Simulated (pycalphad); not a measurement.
CALPHAD calculation (pycalphad, COST 507 light-alloy database (1999)), 1 atm. These are 1990s assessments: newer ones move some temperatures and phases. Diffusion is slow at the low end, where real alloys seldom reach equilibrium.

**Question.** How does the equilibrium phase assembly of Fe-3.7Si (at.%) change on cooling from 2250 K to 530 K?

**Answer.** 
| T (K) | phases above | phases below |
|---|---|---|
| 1780.5 | LIQUID | BCC_A2 + LIQUID |
| 1766.1 | BCC_A2 + LIQUID | BCC_A2 |
Changes were sought between steps of 40 K, so a narrower field can be missed.

BCC_A2 is bcc.
